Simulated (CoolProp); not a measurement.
Properties of isopentane along the isotherm 474.1 K (Tc = 460.3 K, pc = 3.378 MPa, ω = 0.227).

Computed with CoolProp (reference Helmholtz-energy equation of state, Lemmon 2006). It is a short technical equation, of lower accuracy than the large ones.

```tsv
p (MPa)	phase	density (kg/m³)	cp (kJ/(kg K))	isothermal compressibility (1/MPa)	conductivity (mW/(m K))	fugacity coefficient
1.41	gas	?	2.594	0.8422	38.1	0.8726
2.82	gas	77.49	3.098	0.6034	41.2	0.7481
4.22	supercritical	265.7	8.634	0.8705	60.9	0.6163
5.63	supercritical	362.6	3.895	0.07601	?	0.4997
7.04	supercritical	?	3.498	0.03939	62.3	0.4278
8.45	supercritical	409.3	3.333	0.02685	64.9	0.3802
9.85	supercritical	422.9	3.238	0.02050	67.1	0.3468
11.3	supercritical	434.3	?	?	69.2	0.3216
12.7	supercritical	443.6	3.127	0.01392	71.1	0.3034
14.1	supercritical	451.7	3.092	0.01205	72.9	0.2893
15.5	supercritical	458.9	3.063	0.01062	74.6	0.2784
16.9	supercritical	465.4	?	0.009509	76.2	?
```

Q: Some entries are withheld; supply them.

A: 
- 1.41, density (kg/m³): 30.13
- 5.63, conductivity (mW/(m K)): 59.6
- 7.04, density (kg/m³): 391.1
- 11.3, cp (kJ/(kg K)): 3.173
- 11.3, isothermal compressibility (1/MPa): 0.01651
- 16.9, cp (kJ/(kg K)): 3.040
- 16.9, fugacity coefficient: 0.2699

The peak of cp marks the crossing from liquid-like to gas-like fluid above the critical point.

Thermal conductivity comes from a separate model (Vassiliou 2015).
